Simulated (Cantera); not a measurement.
## Low-pressure radical oxidation in H2/O2

A perfectly stirred reactor is fed with 12.3 % H2, 87.7 % O2, equivalence ratio 0.070, at 1.88 Torr; it is held at 1150 K, and followed from long to short residence time.

Cantera simulation using GRI-Mech 3.0 (53 species, 325 reactions); the numbers are that mechanism's predictions, not measurements. Radical loss at walls, strong at low pressure, is not modelled. The temperature is held fixed by assumption; the heat of reaction is taken as removed at once.

| τ (s) | x H2 | x O2 | x H2O | x H | x HO2 |
|---|---|---|---|---|---|
| 0.76 | 0.00217 | 0.841 | 0.119 | 0.0101 | 1.37e-6 |
| 0.27 | 0.00342 | 0.825 | 0.111 | 0.0194 | 1.42e-6 |
| 0.093 | 0.00513 | 0.812 | 0.102 | 0.0290 | 1.41e-6 |
| 0.032 | 0.00828 | 0.807 | 0.0942 | 0.0353 | 1.40e-6 |
| 0.011 | 0.0157 | 0.811 | 0.0845 | 0.0378 | 1.37e-6 |
| 0.0039 | 0.0325 | 0.823 | 0.0686 | 0.0347 | 1.29e-6 |
| 0.0014 | 0.0680 | 0.844 | 0.0403 | 0.0217 | 1.05e-6 |
x: mole fraction; the columns are a selection and need not sum to one.
